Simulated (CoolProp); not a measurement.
Hydrogen chloride along the isotherm 355.3 K: density (kg/m³) from the reference equation and from simpler models built on Tc = 324.7 K, pc = 8314 kPa, ω = 0.130; each cubic takes its own stable root.

The numbers come from the reference Helmholtz-energy equation of state, Thol 2018 in CoolProp.

| p (kPa) | phase | reference | ideal gas | Redlich-Kwong | Soave-Redlich-Kwong | Peng-Robinson |
|---|---|---|---|---|---|---|
| 131 | gas | 1.624 | 1.617 | 1.624 | 1.623 | 1.624 |
| 249 | gas | 3.100 | 3.073 | 3.098 | 3.097 | 3.100 |
| 472 | gas | 5.921 | 5.826 | 5.914 | 5.912 | 5.924 |
| 896 | gas | 11.41 | 11.06 | 11.39 | 11.38 | 11.42 |
| 1700 | gas | 22.30 | 20.98 | 22.21 | 22.17 | 22.34 |
| 3220 | gas | 44.90 | 39.74 | 44.53 | 44.39 | 45.03 |
| 6100 | gas | 97.59 | 75.29 | 96.24 | 95.36 | 98.18 |
| 11600 | supercritical | 287.3 | 143.2 | 281.8 | 266.4 | 282.5 |
| 21900 | supercritical | 685.1 | 270.3 | 573.3 | 558.9 | 611.8 |
| 41600 | supercritical | 832.8 | 513.4 | 720.7 | 712.5 | 787.6 |
